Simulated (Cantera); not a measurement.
An isothermal plug-flow reactor at 625 K and 4.70 bar (inlet), inlet velocity 0.13 m/s, active area per volume 3400 1/m; feed 2.19 % CO, 13.5 % O2, 82.3 % N2, 1.98 % H2O, equivalence ratio 0.081.

Model: Deutschmann's 1995 Pt surface mechanism with GRI-Mech 3.0 gas chemistry, integrated in Cantera. Catalytic surfaces can have several steady states; this one follows from the mechanism file's or the stated starting coverage. Mass transfer to the wall is taken as infinitely fast.

### Question
Predict: x(CO) at z = 0.0035 m; x(O2) at z = 0.0035 m; x(H2O) at z = 0.0035 m; x(CO2) at z = 0.0035 m; θ(free Pt) at the exit; θ(O*) at the exit; θ(OH*) at the exit; θ(CO*) at the exit.

### Answer
```json
{
  "x(CO) at z = 0.0035 m": "0.0151",
  "x(O2) at z = 0.0035 m": "0.132",
  "x(H2O) at z = 0.0035 m": "0.0199",
  "x(CO2) at z = 0.0035 m": "0.00682",
  "θ(free Pt) at the exit": "0.00669",
  "θ(O*) at the exit": "0.0218",
  "θ(OH*) at the exit": "0.00128",
  "θ(CO*) at the exit": "0.970"
}
```
